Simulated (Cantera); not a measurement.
An isothermal, constant-pressure homogeneous reactor starts with NH3 : N2 = 5.2 : 10 (molar parts), at 1675 K and 22.5 Torr.

Computed with Cantera and the gas-phase N/H chemistry of the illustrative SiF4/NH3 mechanism in the Surface Chemkin manual (1991). Walls and surfaces, which speed up NH3 decomposition in real reactors, are not modelled.

Problem. Predict: x(NH3) at 10.0 s; x(H2) at 10.0 s; x(N) at 10.0 s; x(NH2) at 10.0 s; x(H) at 10.0 s; x(N2H4) at 10.0 s.

Solution. 
```
Item                                                  Result
-----------------  -----------------------------------------
x(NH3) at 10.0 s       0.210 (gas-phase equilibrium 2.13e-7)
x(H2) at 10.0 s          0.147 (gas-phase equilibrium 0.382)
x(N) at 10.0 s      9.83e-8 (gas-phase equilibrium 1.52e-11)
x(NH2) at 10.0 s   0.000118 (gas-phase equilibrium 5.80e-10)
x(H) at 10.0 s      3.33e-5 (gas-phase equilibrium 0.000417)
x(N2H4) at 10.0 s     4.65e-9 (gas-phase equilibrium <1e-12)
```
